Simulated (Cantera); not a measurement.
What does this Cantera script print?

```python
import numpy as np
import cantera as ct

gas = ct.Solution("gri30.yaml")
gas.TPX = 1175, 2666, {'H2': 0.02, 'O2': 1, 'H2O': 0.0068}
reactor = ct.IdealGasConstPressureReactor(gas, energy="off", clone=False)
net = ct.ReactorNet([reactor])
net.rtol, net.atol = 1e-08, 1e-18
show = ['H2', 'O2', 'H2O', 'H2O2', 'H', 'O', 'OH']
times = np.geomspace(3e-06, 300, 10)

steps = ct.SolutionArray(gas, extra=["t"])
rows = []
print(f"{'t/s':>10s}{'T/K':>9s}{'P/Pa':>11s}" + "".join(f"{s:>11s}" for s in show))
for t in times:
    while net.time < t:
        t_next = net.step()
        steps.append(gas.state, t=t_next)
    rows.append([np.interp(t, steps.t, y) for y in (steps.T, steps.P, *steps(*show).X.T)])
    print(f"{t:10.3e}{rows[-1][0]:9.1f}{rows[-1][1]:11.4g}" + "".join(f"{x:11.3e}" for x in rows[-1][2:]))
rate = np.gradient(steps.T, steps.t)
print("integrator steps:", len(steps.t))
if steps.T.max() > steps.T[0] + 200:
    print(f"time of steepest temperature rise: {steps.t[rate.argmax()]:.4e} s")
gas.TPX = 1175, 2666, {'H2': 0.02, 'O2': 1, 'H2O': 0.0068}
gas.equilibrate("TP")
print(f"equilibrium (TP): T = {gas.T:.1f} K  " + "  ".join(f"{s} {gas[s].X[0]:.3e}" for s in show))
```

Output:

```
       t/s      T/K       P/Pa         H2         O2        H2O       H2O2          H          O         OH
 3.000e-06   1175.0       2666  1.948e-02  9.739e-01  6.623e-03  2.476e-16  6.063e-11  3.860e-12  3.950e-12
 2.323e-05   1175.0       2666  1.948e-02  9.739e-01  6.623e-03  1.484e-14  3.353e-10  1.792e-10  1.719e-10
 1.798e-04   1175.0       2666  1.948e-02  9.739e-01  6.623e-03  8.893e-13  1.696e-09  5.420e-09  4.122e-09
 1.392e-03   1175.0       2666  1.945e-02  9.739e-01  6.643e-03  1.194e-10  3.638e-06  1.685e-05  1.124e-05
 1.078e-02   1175.0       2666  1.433e-04  9.631e-01  2.496e-02  9.364e-08  9.274e-04  9.603e-03  1.276e-03
 8.348e-02   1175.0       2666  1.687e-05  9.723e-01  2.608e-02  6.323e-08  3.704e-05  1.121e-03  4.405e-04
 6.463e-01   1175.0       2666  5.220e-07  9.736e-01  2.632e-02  1.233e-08  2.133e-07  3.586e-05  7.944e-05
 5.004e+00   1175.0       2666  2.499e-08  9.736e-01  2.635e-02  1.217e-09  2.348e-09  1.773e-06  1.769e-05
 3.875e+01   1175.0       2666  2.413e-09  9.736e-01  2.635e-02  1.478e-10  7.224e-11  1.739e-07  5.539e-06
 3.000e+02   1175.0       2666  1.231e-09  9.736e-01  2.636e-02  8.096e-11  2.652e-11  8.883e-08  3.957e-06
integrator steps: 1972
equilibrium (TP): T = 1175.0 K  H2 1.231e-09  O2 9.736e-01  H2O 2.636e-02  H2O2 8.095e-11  H 2.651e-11  O 8.882e-08  OH 3.957e-06
```

Detailed kinetics in Cantera: GRI-Mech 3.0 (53 species, 325 reactions). Radical loss at walls, strong at low pressure, is not modelled.
